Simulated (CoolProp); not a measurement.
Vapour pressure (MPa) of carbon dioxide: the reference equation beside estimates from Tc = 304.1 K, pc = 7.377 MPa, ω = 0.224. Clausius-Clapeyron is anchored at 239 K with a constant enthalpy of vaporisation of 13.71 kJ/mol.

Values from CoolProp's reference Helmholtz-energy equation of state, Span 1996.

| T (K) | reference | Clausius-Clapeyron | Redlich-Kwong |
|---|---|---|---|
| 233 | 0.9990 | 1.037 | 1.323 |
| 239 | 1.239 | 1.239 | 1.596 |
| 245.1 | 1.524 | 1.471 | 1.911 |
| 251.2 | 1.854 | 1.732 | 2.267 |
| 257.3 | 2.234 | 2.024 | 2.666 |
| 263.4 | 2.668 | 2.347 | 3.110 |
| 269.4 | 3.152 | 2.699 | 3.592 |
| 275.5 | 3.707 | 3.090 | 4.131 |

Absolute difference from the reference over all 8 rows, mean and median: Clausius-Clapeyron 8.3 and 8.0 %, Redlich-Kwong 21.3 and 20.8 %.
